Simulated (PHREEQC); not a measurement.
Dissolve 0.0016 mol CaCl2 and 7.6e-05 mol Na2HPO4 per kg of water at 66 °C. Closed to the air; pH follows from the charge balance.

Model: ion-association model, phreeqc.dat, run in PHREEQC.

* **pH**: 7.54
* **ionic strength**: 0.00488 mol/kgw
* **specific conductance**: 853 µS/cm
* **total alkalinity**: 0.0760 meq/kg

```csv
species,molality,activity,log γ
Cl-,0.00320,0.00295,-0.036
Ca+2,0.00157,0.00114,-0.138
Na+,0.000152,0.000140,-0.035
HPO4-2,3.22e-5,2.34e-5,-0.138
CaHPO4,2.87e-5,2.87e-5,0.000
H2PO4-,9.52e-6,8.80e-6,-0.034
CaPO4-,5.07e-6,4.69e-6,-0.034
OH-,5.03e-6,4.63e-6,-0.036
CaH2PO4+,5.56e-7,5.14e-7,-0.034
H+,3.08e-8,2.86e-8,-0.032
```

Precipitation was switched off in this run. The solution is supersaturated, for example in Hydroxyapatite, so a real one may precipitate; this is no full list. Complexes and solids missing from the database can't appear. At this temperature some constants are extrapolated from 25 °C, and those without enthalpy data are left unchanged.
